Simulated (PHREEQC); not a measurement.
Make-up at 20 °C: 7.7 mmol/kgw CuSO4, 70 mmol/kgw HCl and 7.4 mmol/kgw H3BO3. Closed to the air; pH follows from the charge balance.

Equilibrium calculation in PHREEQC: ion-association model, wateq4f.dat.

```
quantity                    before     after
------------------------  --------  --------
pH                            1.27      1.27
ionic strength (mol/kgw)    0.0879    0.0875
Cu+2 (mol/kgw)             0.00681   0.00673
CuCl+ (mol/kgw)           0.000413  0.000520
CuCl2 (mol/kgw)            8.65e-6   1.15e-5
CuCl3- (mol/kgw)           1.98e-9   2.86e-9
SI of Tenorite (CuO)         -7.82     -7.64
SI of Cu(OH)2 (Cu(OH)2)      -8.84     -8.66
```

Problem. Which change was made?
A. H3BO3 replaced by Cu(BF4)2 at the same molality
B. 0.01 mol/kgw CsOH added
C. temperature from 20 to 25 °C
D. 0.0038 mol/kgw NaHCO3 added
E. 0.0025 mol/kgw CO2 added

Solution. C, temperature from 20 to 25 °C

This is a speciation only: nothing precipitates in the calculation.
